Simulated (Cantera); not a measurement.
A Cantera script and its output.

```python
import numpy as np
import cantera as ct

gas = ct.Solution("gri30.yaml")
gas.TPX = 1800, 91000, {'CH4': 1, 'N2': 9.3}
reactor = ct.IdealGasConstPressureReactor(gas, energy="off", clone=False)
net = ct.ReactorNet([reactor])
net.rtol, net.atol = 1e-08, 1e-18
show = ['CH4', 'H', 'H2', 'C2H', 'CH3', 'C2H4', 'HCN']
times = np.geomspace(2e-06, 5, 13)

steps = ct.SolutionArray(gas, extra=["t"])
rows = []
print(f"{'t/s':>10s}{'T/K':>9s}{'P/Pa':>11s}" + "".join(f"{s:>11s}" for s in show))
for t in times:
    while net.time < t:
        t_next = net.step()
        steps.append(gas.state, t=t_next)
    rows.append([np.interp(t, steps.t, y) for y in (steps.T, steps.P, *steps(*show).X.T)])
    print(f"{t:10.3e}{rows[-1][0]:9.1f}{rows[-1][1]:11.4g}" + "".join(f"{x:11.3e}" for x in rows[-1][2:]))
rate = np.gradient(steps.T, steps.t)
print("integrator steps:", len(steps.t))
if steps.T.max() > steps.T[0] + 200:
    print(f"time of steepest temperature rise: {steps.t[rate.argmax()]:.4e} s")
gas.TPX = 1800, 91000, {'CH4': 1, 'N2': 9.3}
gas.equilibrate("TP")
print(f"equilibrium (TP): T = {gas.T:.1f} K  " + "  ".join(f"{s} {gas[s].X[0]:.3e}" for s in show))
```

Result:

```
       t/s      T/K       P/Pa        CH4          H         H2        C2H        CH3       C2H4        HCN
 2.000e-06   1800.0    9.1e+04  9.707e-02  1.099e-06  6.672e-06  3.761e-20  1.444e-05  2.590e-10  8.899e-15
 6.826e-06   1800.0    9.1e+04  9.703e-02  1.106e-06  2.546e-05  4.267e-17  5.186e-05  2.037e-08  1.246e-13
 2.330e-05   1800.0    9.1e+04  9.690e-02  1.183e-06  9.137e-05  3.007e-14  1.775e-04  1.020e-06  2.121e-12
 7.953e-05   1800.0    9.1e+04  9.636e-02  2.014e-06  3.863e-04  1.590e-11  5.607e-04  3.930e-05  4.997e-11
 2.714e-04   1800.0    9.1e+04  9.287e-02  8.844e-06  3.188e-03  2.297e-09  1.393e-03  9.742e-04  2.009e-09
 9.265e-04   1800.0    9.1e+04  7.181e-02  4.054e-05  2.807e-02  7.052e-08  1.570e-03  5.095e-03  7.514e-08
 3.162e-03   1800.0    9.1e+04  4.146e-02  7.556e-05  7.403e-02  2.114e-07  8.038e-04  1.261e-03  4.151e-07
 1.079e-02   1800.0    9.1e+04  1.761e-02  1.071e-04  1.080e-01  3.103e-07  3.456e-04  2.559e-04  1.178e-06
 3.684e-02   1800.0    9.1e+04  5.661e-03  1.270e-04  1.247e-01  3.696e-07  1.156e-04  1.268e-04  2.309e-06
 1.257e-01   1800.0    9.1e+04  1.685e-03  1.349e-04  1.302e-01  3.926e-07  3.511e-05  1.207e-04  3.514e-06
 4.292e-01   1800.0    9.1e+04  6.491e-04  1.370e-04  1.317e-01  3.989e-07  1.361e-05  1.220e-04  4.860e-06
 1.465e+00   1800.0    9.1e+04  5.264e-04  1.373e-04  1.318e-01  3.996e-07  1.104e-05  1.222e-04  7.706e-06
 5.000e+00   1800.0    9.1e+04  5.257e-04  1.373e-04  1.318e-01  3.996e-07  1.103e-05  1.222e-04  1.852e-05
integrator steps: 1524
equilibrium (TP): T = 1800.0 K  CH4 2.871e-04  H 1.375e-04  H2 1.322e-01  C2H 1.176e-07  CH3 6.013e-06  C2H4 3.613e-05  HCN 6.229e-02
```

Cantera simulation using GRI-Mech 3.0 (53 species, 325 reactions); the numbers are that mechanism's predictions, not measurements. GRI-Mech 3.0 stops at C3 and has no aromatics, soot or wall deposition, so with more carbon than oxygen in the feed, carbon stays in small species such as C2H2 where larger ones or solid carbon would form.
